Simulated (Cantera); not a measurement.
A freely propagating, adiabatic, planar premixed flame of CH₃OH : O₂ : N₂ = 1 : 2.08 : 8.75 (molar parts), unburnt at 323 K and 3.45 atm; mixture-averaged transport, grid criteria slope 0.08 and curve 0.16, no radiation.

Detailed kinetics in Cantera: GRI-Mech 3.0 (53 species, 325 reactions). GRI-Mech 3.0 was tuned for natural gas; its chemistry of methanol as a main component is partial and can be far from experiment. Burning velocities carry a grid error of a few per cent, more on coarse grids.

x: mole fraction of selected species; z is measured from the peak of heat release.

| z (mm) | T (K) | u (m/s) | x CH₃OH | x O₂ | x HO₂ | x HCO | x CO | x NO |
|---|---|---|---|---|---|---|---|---|
| -0.976 | 324 | 0.105 | 0.0845 | 0.176 | 1.95e-8 | <1e-8 | 1.06e-5 | <1e-8 |
| -0.651 | 329 | 0.107 | 0.0843 | 0.175 | 1.86e-7 | <1e-8 | 9.60e-5 | <1e-8 |
| -0.488 | 353 | 0.115 | 0.0835 | 0.173 | 1.10e-6 | <1e-8 | 0.000485 | <1e-8 |
| -0.325 | (withheld) | 0.158 | 0.0776 | 0.163 | 1.06e-5 | <1e-8 | 0.00276 | <1e-8 |
| -0.163 | (withheld) | 0.298 | 0.0520 | 0.128 | 0.000100 | <1e-8 | 0.0109 | 9.49e-8 |
| -0.0814 | (withheld) | 0.413 | 0.0262 | 0.0989 | 0.000396 | 3.04e-7 | 0.0184 | 5.02e-7 |
| 0 | (withheld) | 0.537 | 0.00133 | 0.0668 | 0.000451 | 1.42e-5 | 0.0232 | 1.88e-6 |
| 0.0814 | 1712 | 0.581 | 1.50e-7 | 0.0534 | 2.85e-5 | 2.57e-8 | 0.0106 | 2.78e-6 |
| 0.163 | 1770 | 0.599 | <1e-8 | 0.0497 | 1.55e-5 | <1e-8 | 0.00478 | 3.31e-6 |
| 0.325 | 1812 | 0.611 | <1e-8 | 0.0477 | 6.05e-6 | <1e-8 | 0.00151 | 3.79e-6 |
| 0.651 | 1830 | 0.617 | <1e-8 | 0.0471 | 1.86e-6 | <1e-8 | 0.000367 | 4.08e-6 |
| 1.30 | 1835 | 0.618 | <1e-8 | 0.0471 | 8.91e-7 | <1e-8 | 9.58e-5 | 4.26e-6 |
| 2.60 | 1836 | 0.618 | <1e-8 | 0.0471 | 7.87e-7 | <1e-8 | 6.09e-5 | 4.46e-6 |

Some entries are withheld; supply them.


- -0.325, T (K): 483
- -0.163, T (K): 892
- -0.0814, T (K): 1222
- 0, T (K): 1572
